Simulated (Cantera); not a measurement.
Cantera run:

```python
import numpy as np
import cantera as ct

gas_names = """
    Electron H H+ H- HO2 H2 H2+ H2- H2O H2O+ H2O2 H3O+ O O+ O- OH OH+ OH- O2 O2+ O2- O3
""".split()
cond_names = """
    H2O(s) H2O(L)
""".split()


# ... load() reads the species with a 1 bar reference pressure and builds the phases ...
atoms = {
    'H2O': {'H': 2, 'O': 1},
}
top_T = {}  # K; cautious upper limits of use, not melting points


# ... equilibrate(T, P, feed) seeds the gas with the atoms and calls Mixture.equilibrate('TP', solver="vcs", rtol=1e-11, max_steps=5000) ...
results = []
feed = {'H2O': 1}  # mol
P = 1000  # Pa
for T in [2000, 2250, 2500, 2750, 3000, 3250, 3500, 3750, 4000, 4250, 4500, 4750, 5000]:
    mix = equilibrate(T, P, feed)
    results.append((T, P, feed, dict(zip(mix.species_names, mix.species_moles))))

top = {s: max(r[3][s] / sum(r[3][g] for g in gas_names) for r in results) for s in gas_names}
cols = sorted((s for s in top if top[s] > 1e-06), key=lambda s: -top[s])[:7]
seen = [c for c in cond_names if any(r[3].get(c, 0) > 1e-12 for r in results)]
print("log10 of partial pressures in bar; condensed amounts in mol")
print(f"{'T/K':>10s}" + "".join(f"{s[:9]:>10s}" for s in cols + seen))
for T, P, feed, n in results:
    ng = sum(n[g] for g in gas_names)
    print(f"{T:10.4g}" + "".join(f"{np.log10(max(n[s] / ng * P / 1e5, 1e-99)):10.3f}" for s in cols)
          + "".join(f"{n.get(c, 0):10.4g}" for c in seen))
```

Result:

```
log10 of partial pressures in bar; condensed amounts in mol
       T/K       H2O         H         O        H2        OH        O2  Electron
      2000    -2.022    -4.580    -5.154    -3.583    -4.020    -3.959   -13.522
      2250    -2.079    -3.694    -4.192    -3.130    -3.466    -3.518   -12.167
      2500    -2.232    -3.020    -3.456    -2.841    -3.095    -3.234   -11.148
      2750    -2.602    -2.550    -2.932    -2.769    -2.953    -3.160   -10.469
      3000    -3.335    -2.298    -2.636    -2.994    -3.118    -3.379   -10.145
      3250    -4.346    -2.212    -2.523    -3.436    -3.523    -3.841    -9.874
      3500    -5.379    -2.187    -2.491    -3.917    -3.986    -4.367    -9.403
      3750    -6.322    -2.180    -2.482    -4.362    -4.421    -4.861    -8.853
      4000    -7.161    -2.178    -2.479    -4.760    -4.811    -5.303    -8.293
      4250    -7.905    -2.177    -2.478    -5.115    -5.159    -5.697    -7.770
      4500    -8.569    -2.176    -2.477    -5.430    -5.470    -6.047    -7.295
      4750    -9.164    -2.176    -2.477    -5.714    -5.748    -6.362    -6.867
      5000    -9.700    -2.176    -2.477    -5.969    -6.000    -6.645    -6.479
```

Equilibrium computed with Cantera from the NASA thermochemical tables; the gas is ideal and each condensed phase is pure.
